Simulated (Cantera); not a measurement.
What does this Cantera script print?

```python
import numpy as np
import cantera as ct

gas = ct.Solution("gri30.yaml")
gas.TPX = 1300, 101325, {'CH4': 1, 'CO': 0.39, 'O2': 1.05, 'N2': 3.93}
reactor = ct.IdealGasReactor(gas, energy="on", clone=False)
net = ct.ReactorNet([reactor])
net.rtol, net.atol = 1e-08, 1e-16
show = ['CH4', 'CO', 'O2', 'OH', 'CH2CO', 'H', 'O']
times = np.geomspace(1e-05, 6, 13)

steps = ct.SolutionArray(gas, extra=["t"])
rows = []
print(f"{'t/s':>10s}{'T/K':>9s}{'P/Pa':>11s}" + "".join(f"{s:>11s}" for s in show))
for t in times:
    while net.time < t:
        t_next = net.step()
        steps.append(gas.state, t=t_next)
    rows.append([np.interp(t, steps.t, y) for y in (steps.T, steps.P, *steps(*show).X.T)])
    print(f"{t:10.3e}{rows[-1][0]:9.1f}{rows[-1][1]:11.4g}" + "".join(f"{x:11.3e}" for x in rows[-1][2:]))
rate = np.gradient(steps.T, steps.t)
print("integrator steps:", len(steps.t))
if steps.T.max() > steps.T[0] + 200:
    print(f"time of steepest temperature rise: {steps.t[rate.argmax()]:.4e} s")
gas.TPX = 1300, 101325, {'CH4': 1, 'CO': 0.39, 'O2': 1.05, 'N2': 3.93}
gas.equilibrate("UV")
print(f"equilibrium (UV): T = {gas.T:.1f} K  " + "  ".join(f"{s} {gas[s].X[0]:.3e}" for s in show))
```

Result:

```
       t/s      T/K       P/Pa        CH4         CO         O2         OH      CH2CO          H          O
 1.000e-05   1300.0  1.013e+05  1.570e-01  6.122e-02  1.648e-01  7.466e-10  1.571e-13  2.989e-10  9.369e-10
 3.030e-05   1300.0  1.013e+05  1.570e-01  6.122e-02  1.648e-01  1.168e-09  1.562e-12  3.979e-10  1.002e-09
 9.184e-05   1300.0  1.013e+05  1.570e-01  6.122e-02  1.648e-01  2.375e-09  1.643e-11  7.435e-10  1.240e-09
 2.783e-04   1300.0  1.013e+05  1.570e-01  6.122e-02  1.648e-01  5.262e-09  1.914e-10  1.994e-09  2.172e-09
 8.434e-04   1300.1  1.013e+05  1.569e-01  6.122e-02  1.648e-01  1.211e-08  2.158e-09  5.944e-09  4.942e-09
 2.556e-03   1301.1  1.014e+05  1.568e-01  6.120e-02  1.647e-01  2.035e-08  1.867e-08  1.176e-08  7.563e-09
 7.746e-03   1307.1  1.019e+05  1.558e-01  6.121e-02  1.640e-01  4.598e-08  2.673e-07  3.404e-08  1.382e-08
 2.347e-02   2632.3  2.374e+05  4.047e-11  1.662e-01  3.964e-05  2.258e-03  1.579e-13  1.072e-02  1.107e-04
 7.114e-02   2632.4  2.374e+05  4.041e-11  1.662e-01  3.967e-05  2.259e-03  1.577e-13  1.073e-02  1.107e-04
 2.156e-01   2632.4  2.374e+05  4.041e-11  1.662e-01  3.967e-05  2.259e-03  1.577e-13  1.073e-02  1.107e-04
 6.533e-01   2632.4  2.374e+05  4.041e-11  1.662e-01  3.967e-05  2.259e-03  1.577e-13  1.073e-02  1.107e-04
 1.980e+00   2632.4  2.374e+05  4.041e-11  1.662e-01  3.967e-05  2.259e-03  1.577e-13  1.073e-02  1.107e-04
 6.000e+00   2632.4  2.374e+05  4.041e-11  1.662e-01  3.967e-05  2.259e-03  1.577e-13  1.073e-02  1.107e-04
integrator steps: 2322
time of steepest temperature rise: 2.0676e-02 s
equilibrium (UV): T = 2632.4 K  CH4 4.533e-11  CO 1.662e-01  O2 3.967e-05  OH 2.259e-03  CH2CO 1.726e-13  H 1.073e-02  O 1.107e-04
```

Computed with Cantera and GRI-Mech 3.0 (53 species, 325 reactions).
